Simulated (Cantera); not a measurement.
A perfectly stirred reactor is fed with CH3OH : O2 : N2 = 0.0035 : 0.05 : 1 (molar parts), equivalence ratio 0.10, at 533 Torr; it is held at 1350 K, and followed from long to short residence time.

Computed with Cantera and GRI-Mech 3.0 (53 species, 325 reactions). GRI-Mech 3.0 was tuned for natural gas; its chemistry of methanol as a main component is partial and can be far from experiment.

### Question
What does this change do: CH3OH 0.0035 to 0.0093 parts?

### Answer
```
quantity                   before     after
-----------------------  --------  --------
x(CH3OH) at τ = 1.50 s    1.03e-6   1.50e-6
x(O2) at τ = 1.50 s        0.0424    0.0339
x(HCO) at τ = 1.50 s     4.65e-10   1.37e-9
x(CO2) at τ = 1.50 s      0.00327   0.00868
x(OH) at τ = 1.50 s       2.66e-5   5.08e-5
x(CH3OH) at τ = 72.0 ms   7.74e-6   1.03e-5
x(O2) at τ = 72.0 ms       0.0426    0.0341
x(HCO) at τ = 72.0 ms     9.59e-9   2.80e-8
x(CO2) at τ = 72.0 ms     0.00295   0.00824
x(OH) at τ = 72.0 ms      5.66e-5  0.000119
```

### Question
What does this change do: pressure from 533 Torr to 1350 Torr?

### Answer
```tsv
quantity	before	after
x(CH3OH) at τ = 1.50 s	1.03e-6	8.50e-7
x(O2) at τ = 1.50 s	0.0424	0.0424
x(HCO) at τ = 1.50 s	4.65e-10	1.84e-10
x(CO2) at τ = 1.50 s	0.00327	0.00328
x(OH) at τ = 1.50 s	2.66e-5	1.39e-5
x(CH3OH) at τ = 72.0 ms	7.74e-6	7.65e-6
x(O2) at τ = 72.0 ms	0.0426	0.0426
x(HCO) at τ = 72.0 ms	9.59e-9	3.80e-9
x(CO2) at τ = 72.0 ms	0.00295	0.00300
x(OH) at τ = 72.0 ms	5.66e-5	2.58e-5
```
